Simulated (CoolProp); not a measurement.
R142b along the isobar 0.217 MPa: Z from the reference equation and from simpler models built on Tc = 410.3 K, pc = 4.055 MPa, ω = 0.232; each cubic takes its own stable root.

The numbers come from the reference Helmholtz-energy equation of state, Lemmon 2006 in CoolProp. It is a short technical equation, of lower accuracy than the large ones.

| T (K) | phase | reference |
|---|---|---|
| 314.5 | gas | 0.9531 |
| 326.5 | gas | 0.9591 |
| 338.4 | gas | 0.9640 |
| 350.4 | gas | 0.9681 |
| 362.3 | gas | 0.9716 |
| 374.3 | gas | 0.9746 |
| 386.3 | gas | 0.9772 |
| 398.2 | gas | 0.9794 |
| 410.2 | gas | 0.9814 |
| 422.2 | gas | 0.9831 |
| 434.1 | gas | 0.9846 |
| 446.1 | gas | 0.9860 |
| 458 | gas | 0.9872 |
| 470 | gas | 0.9883 |

### Question
How far does each simpler model (Redlich-Kwong, Peng-Robinson) lie from the reference over these 14 states: mean and median of the absolute difference, and the worst?

### Answer
- Redlich-Kwong: mean 0.2 %, median 0.1 %, worst +0.8 % at 314.5 K and 0.217 MPa
- Peng-Robinson: mean 0.2 %, median 0.2 %, worst -0.2 % at 398.2 K and 0.217 MPa
